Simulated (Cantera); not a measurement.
Input: 1 mol Pb, 2.6 mol O2, 3.3 mol H2.

Equilibrium computed with Cantera from the NASA thermochemical tables; the gas is ideal and each condensed phase is pure. Candidate condensed phases: H2O, Pb, PbO, PbO2, Pb3O4; 12 gas species. Rates play no part.

Stable condensed phases, one row left out:

```
T in K \ P in Pa
              10      41     160     670    2700   11000   45000  180000  740000 3000000
   1698        A       A       A       A       A       A       B       B       B       B
   1623        A       A       A       A       A       A       B       B       B       B
   1548        A       A       A       A       A       B       B       B       B       B
   1473        A       A       A       A       A       B       B       B       B       B
   1398        A       A       A       A       B       B       B       B       B       B
   1323        A       A       A       B       B       B       B       B       B       B
   1248        A       A       B       B       B       B       B       B       B       B
   1173        A       B       B       B       B       B       B       B       B       B
   1023        B       B       B       B       B       B       B       B       B       B
    948        B       B       B       B       B       B       B       B       B       B
    873        B       B       B       B       B       B       B       B       B       B
    798        B       B       B       B       B       B       B       B       B       B
    723        B       B       B       B       B       B       B       B       B       C
```

A: gas only; B: PbO; C: PbO + Pb3O4.

Question: Give the row for 1098 K.

Answer: 10: PbO; 41: PbO; 160: PbO; 670: PbO; 2700: PbO; 11000: PbO; 45000: PbO; 180000: PbO; 740000: PbO; 3000000: PbO.
